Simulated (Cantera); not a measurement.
**Adiabatic ignition**

An adiabatic, constant-volume homogeneous reactor starts with 17.0 % CO, 6.30 % H2, 2.56 % CH4, 7.99 % O2, 60.7 % N2, 5.45 % CO2, at 1800 K and 4.84 atm.

Detailed kinetics in Cantera: GRI-Mech 3.0 (53 species, 325 reactions).

| t (s) | T (K) | P (bar) | x CO | x H2 | x CH4 | x CO2 | x HO2 | x OH | x HCN |
|---|---|---|---|---|---|---|---|---|---|
| 2.00e-6 | 1800 | 4.90 | 0.170 | 0.0629 | 0.0254 | 0.0546 | 5.98e-6 | 1.32e-5 | 1.34e-12 |
| 5.87e-6 | 1884 | 5.13 | 0.172 | 0.0589 | 0.0172 | 0.0560 | 0.000106 | 0.000457 | 1.04e-7 |
| 1.72e-5 | 2629 | 7.09 | 0.166 | 0.0234 | <1e-12 | 0.0870 | 3.70e-6 | 0.00984 | 2.45e-9 |
| 5.05e-5 | 2796 | 7.45 | 0.162 | 0.0221 | <1e-12 | 0.0937 | 1.17e-6 | 0.00595 | 1.75e-8 |
| 0.000148 | 2809 | 7.48 | 0.162 | 0.0221 | 1.10e-12 | 0.0942 | 9.12e-7 | 0.00531 | 3.53e-8 |
| 0.000435 | 2804 | 7.47 | 0.162 | 0.0223 | 1.15e-12 | 0.0937 | 8.61e-7 | 0.00516 | 5.78e-8 |
| 0.00128 | 2800 | 7.46 | 0.163 | 0.0224 | 1.18e-12 | 0.0934 | 8.30e-7 | 0.00506 | 7.27e-8 |
| 0.00374 | 2799 | 7.46 | 0.163 | 0.0224 | 1.18e-12 | 0.0934 | 8.28e-7 | 0.00505 | 7.36e-8 |
| 0.0110 | 2799 | 7.46 | 0.163 | 0.0224 | 1.18e-12 | 0.0934 | 8.28e-7 | 0.00505 | 7.36e-8 |
| 0.0322 | 2799 | 7.46 | 0.163 | 0.0224 | 1.18e-12 | 0.0934 | 8.28e-7 | 0.00505 | 7.36e-8 |
| 0.0945 | 2799 | 7.46 | 0.163 | 0.0224 | 1.18e-12 | 0.0934 | 8.28e-7 | 0.00505 | 7.36e-8 |
| 0.277 | 2799 | 7.46 | 0.163 | 0.0224 | 1.18e-12 | 0.0934 | 8.28e-7 | 0.00505 | 7.36e-8 |
| 0.813 | 2799 | 7.46 | 0.163 | 0.0224 | 1.18e-12 | 0.0934 | 8.28e-7 | 0.00505 | 7.36e-8 |
| 2.39 | 2799 | 7.46 | 0.163 | 0.0224 | 1.18e-12 | 0.0934 | 8.28e-7 | 0.00505 | 7.36e-8 |
| 7.00 | 2799 | 7.46 | 0.163 | 0.0224 | 1.18e-12 | 0.0934 | 8.28e-7 | 0.00505 | 7.36e-8 |
x: mole fraction; the columns are a selection and need not sum to one.

```
Item                                                                   Value
---------------------------------  -----------------------------------------
time of steepest temperature rise                                    7.67 µs
temperature at 7.00 s                                                 2799 K
equilibrium temperature                                               2799 K
x(CO) at 7.00 s                          0.163 (gas-phase equilibrium 0.163)
x(H2) at 7.00 s                        0.0224 (gas-phase equilibrium 0.0224)
x(CH4) at 7.00 s                   1.18e-12 (gas-phase equilibrium 1.38e-12)
```
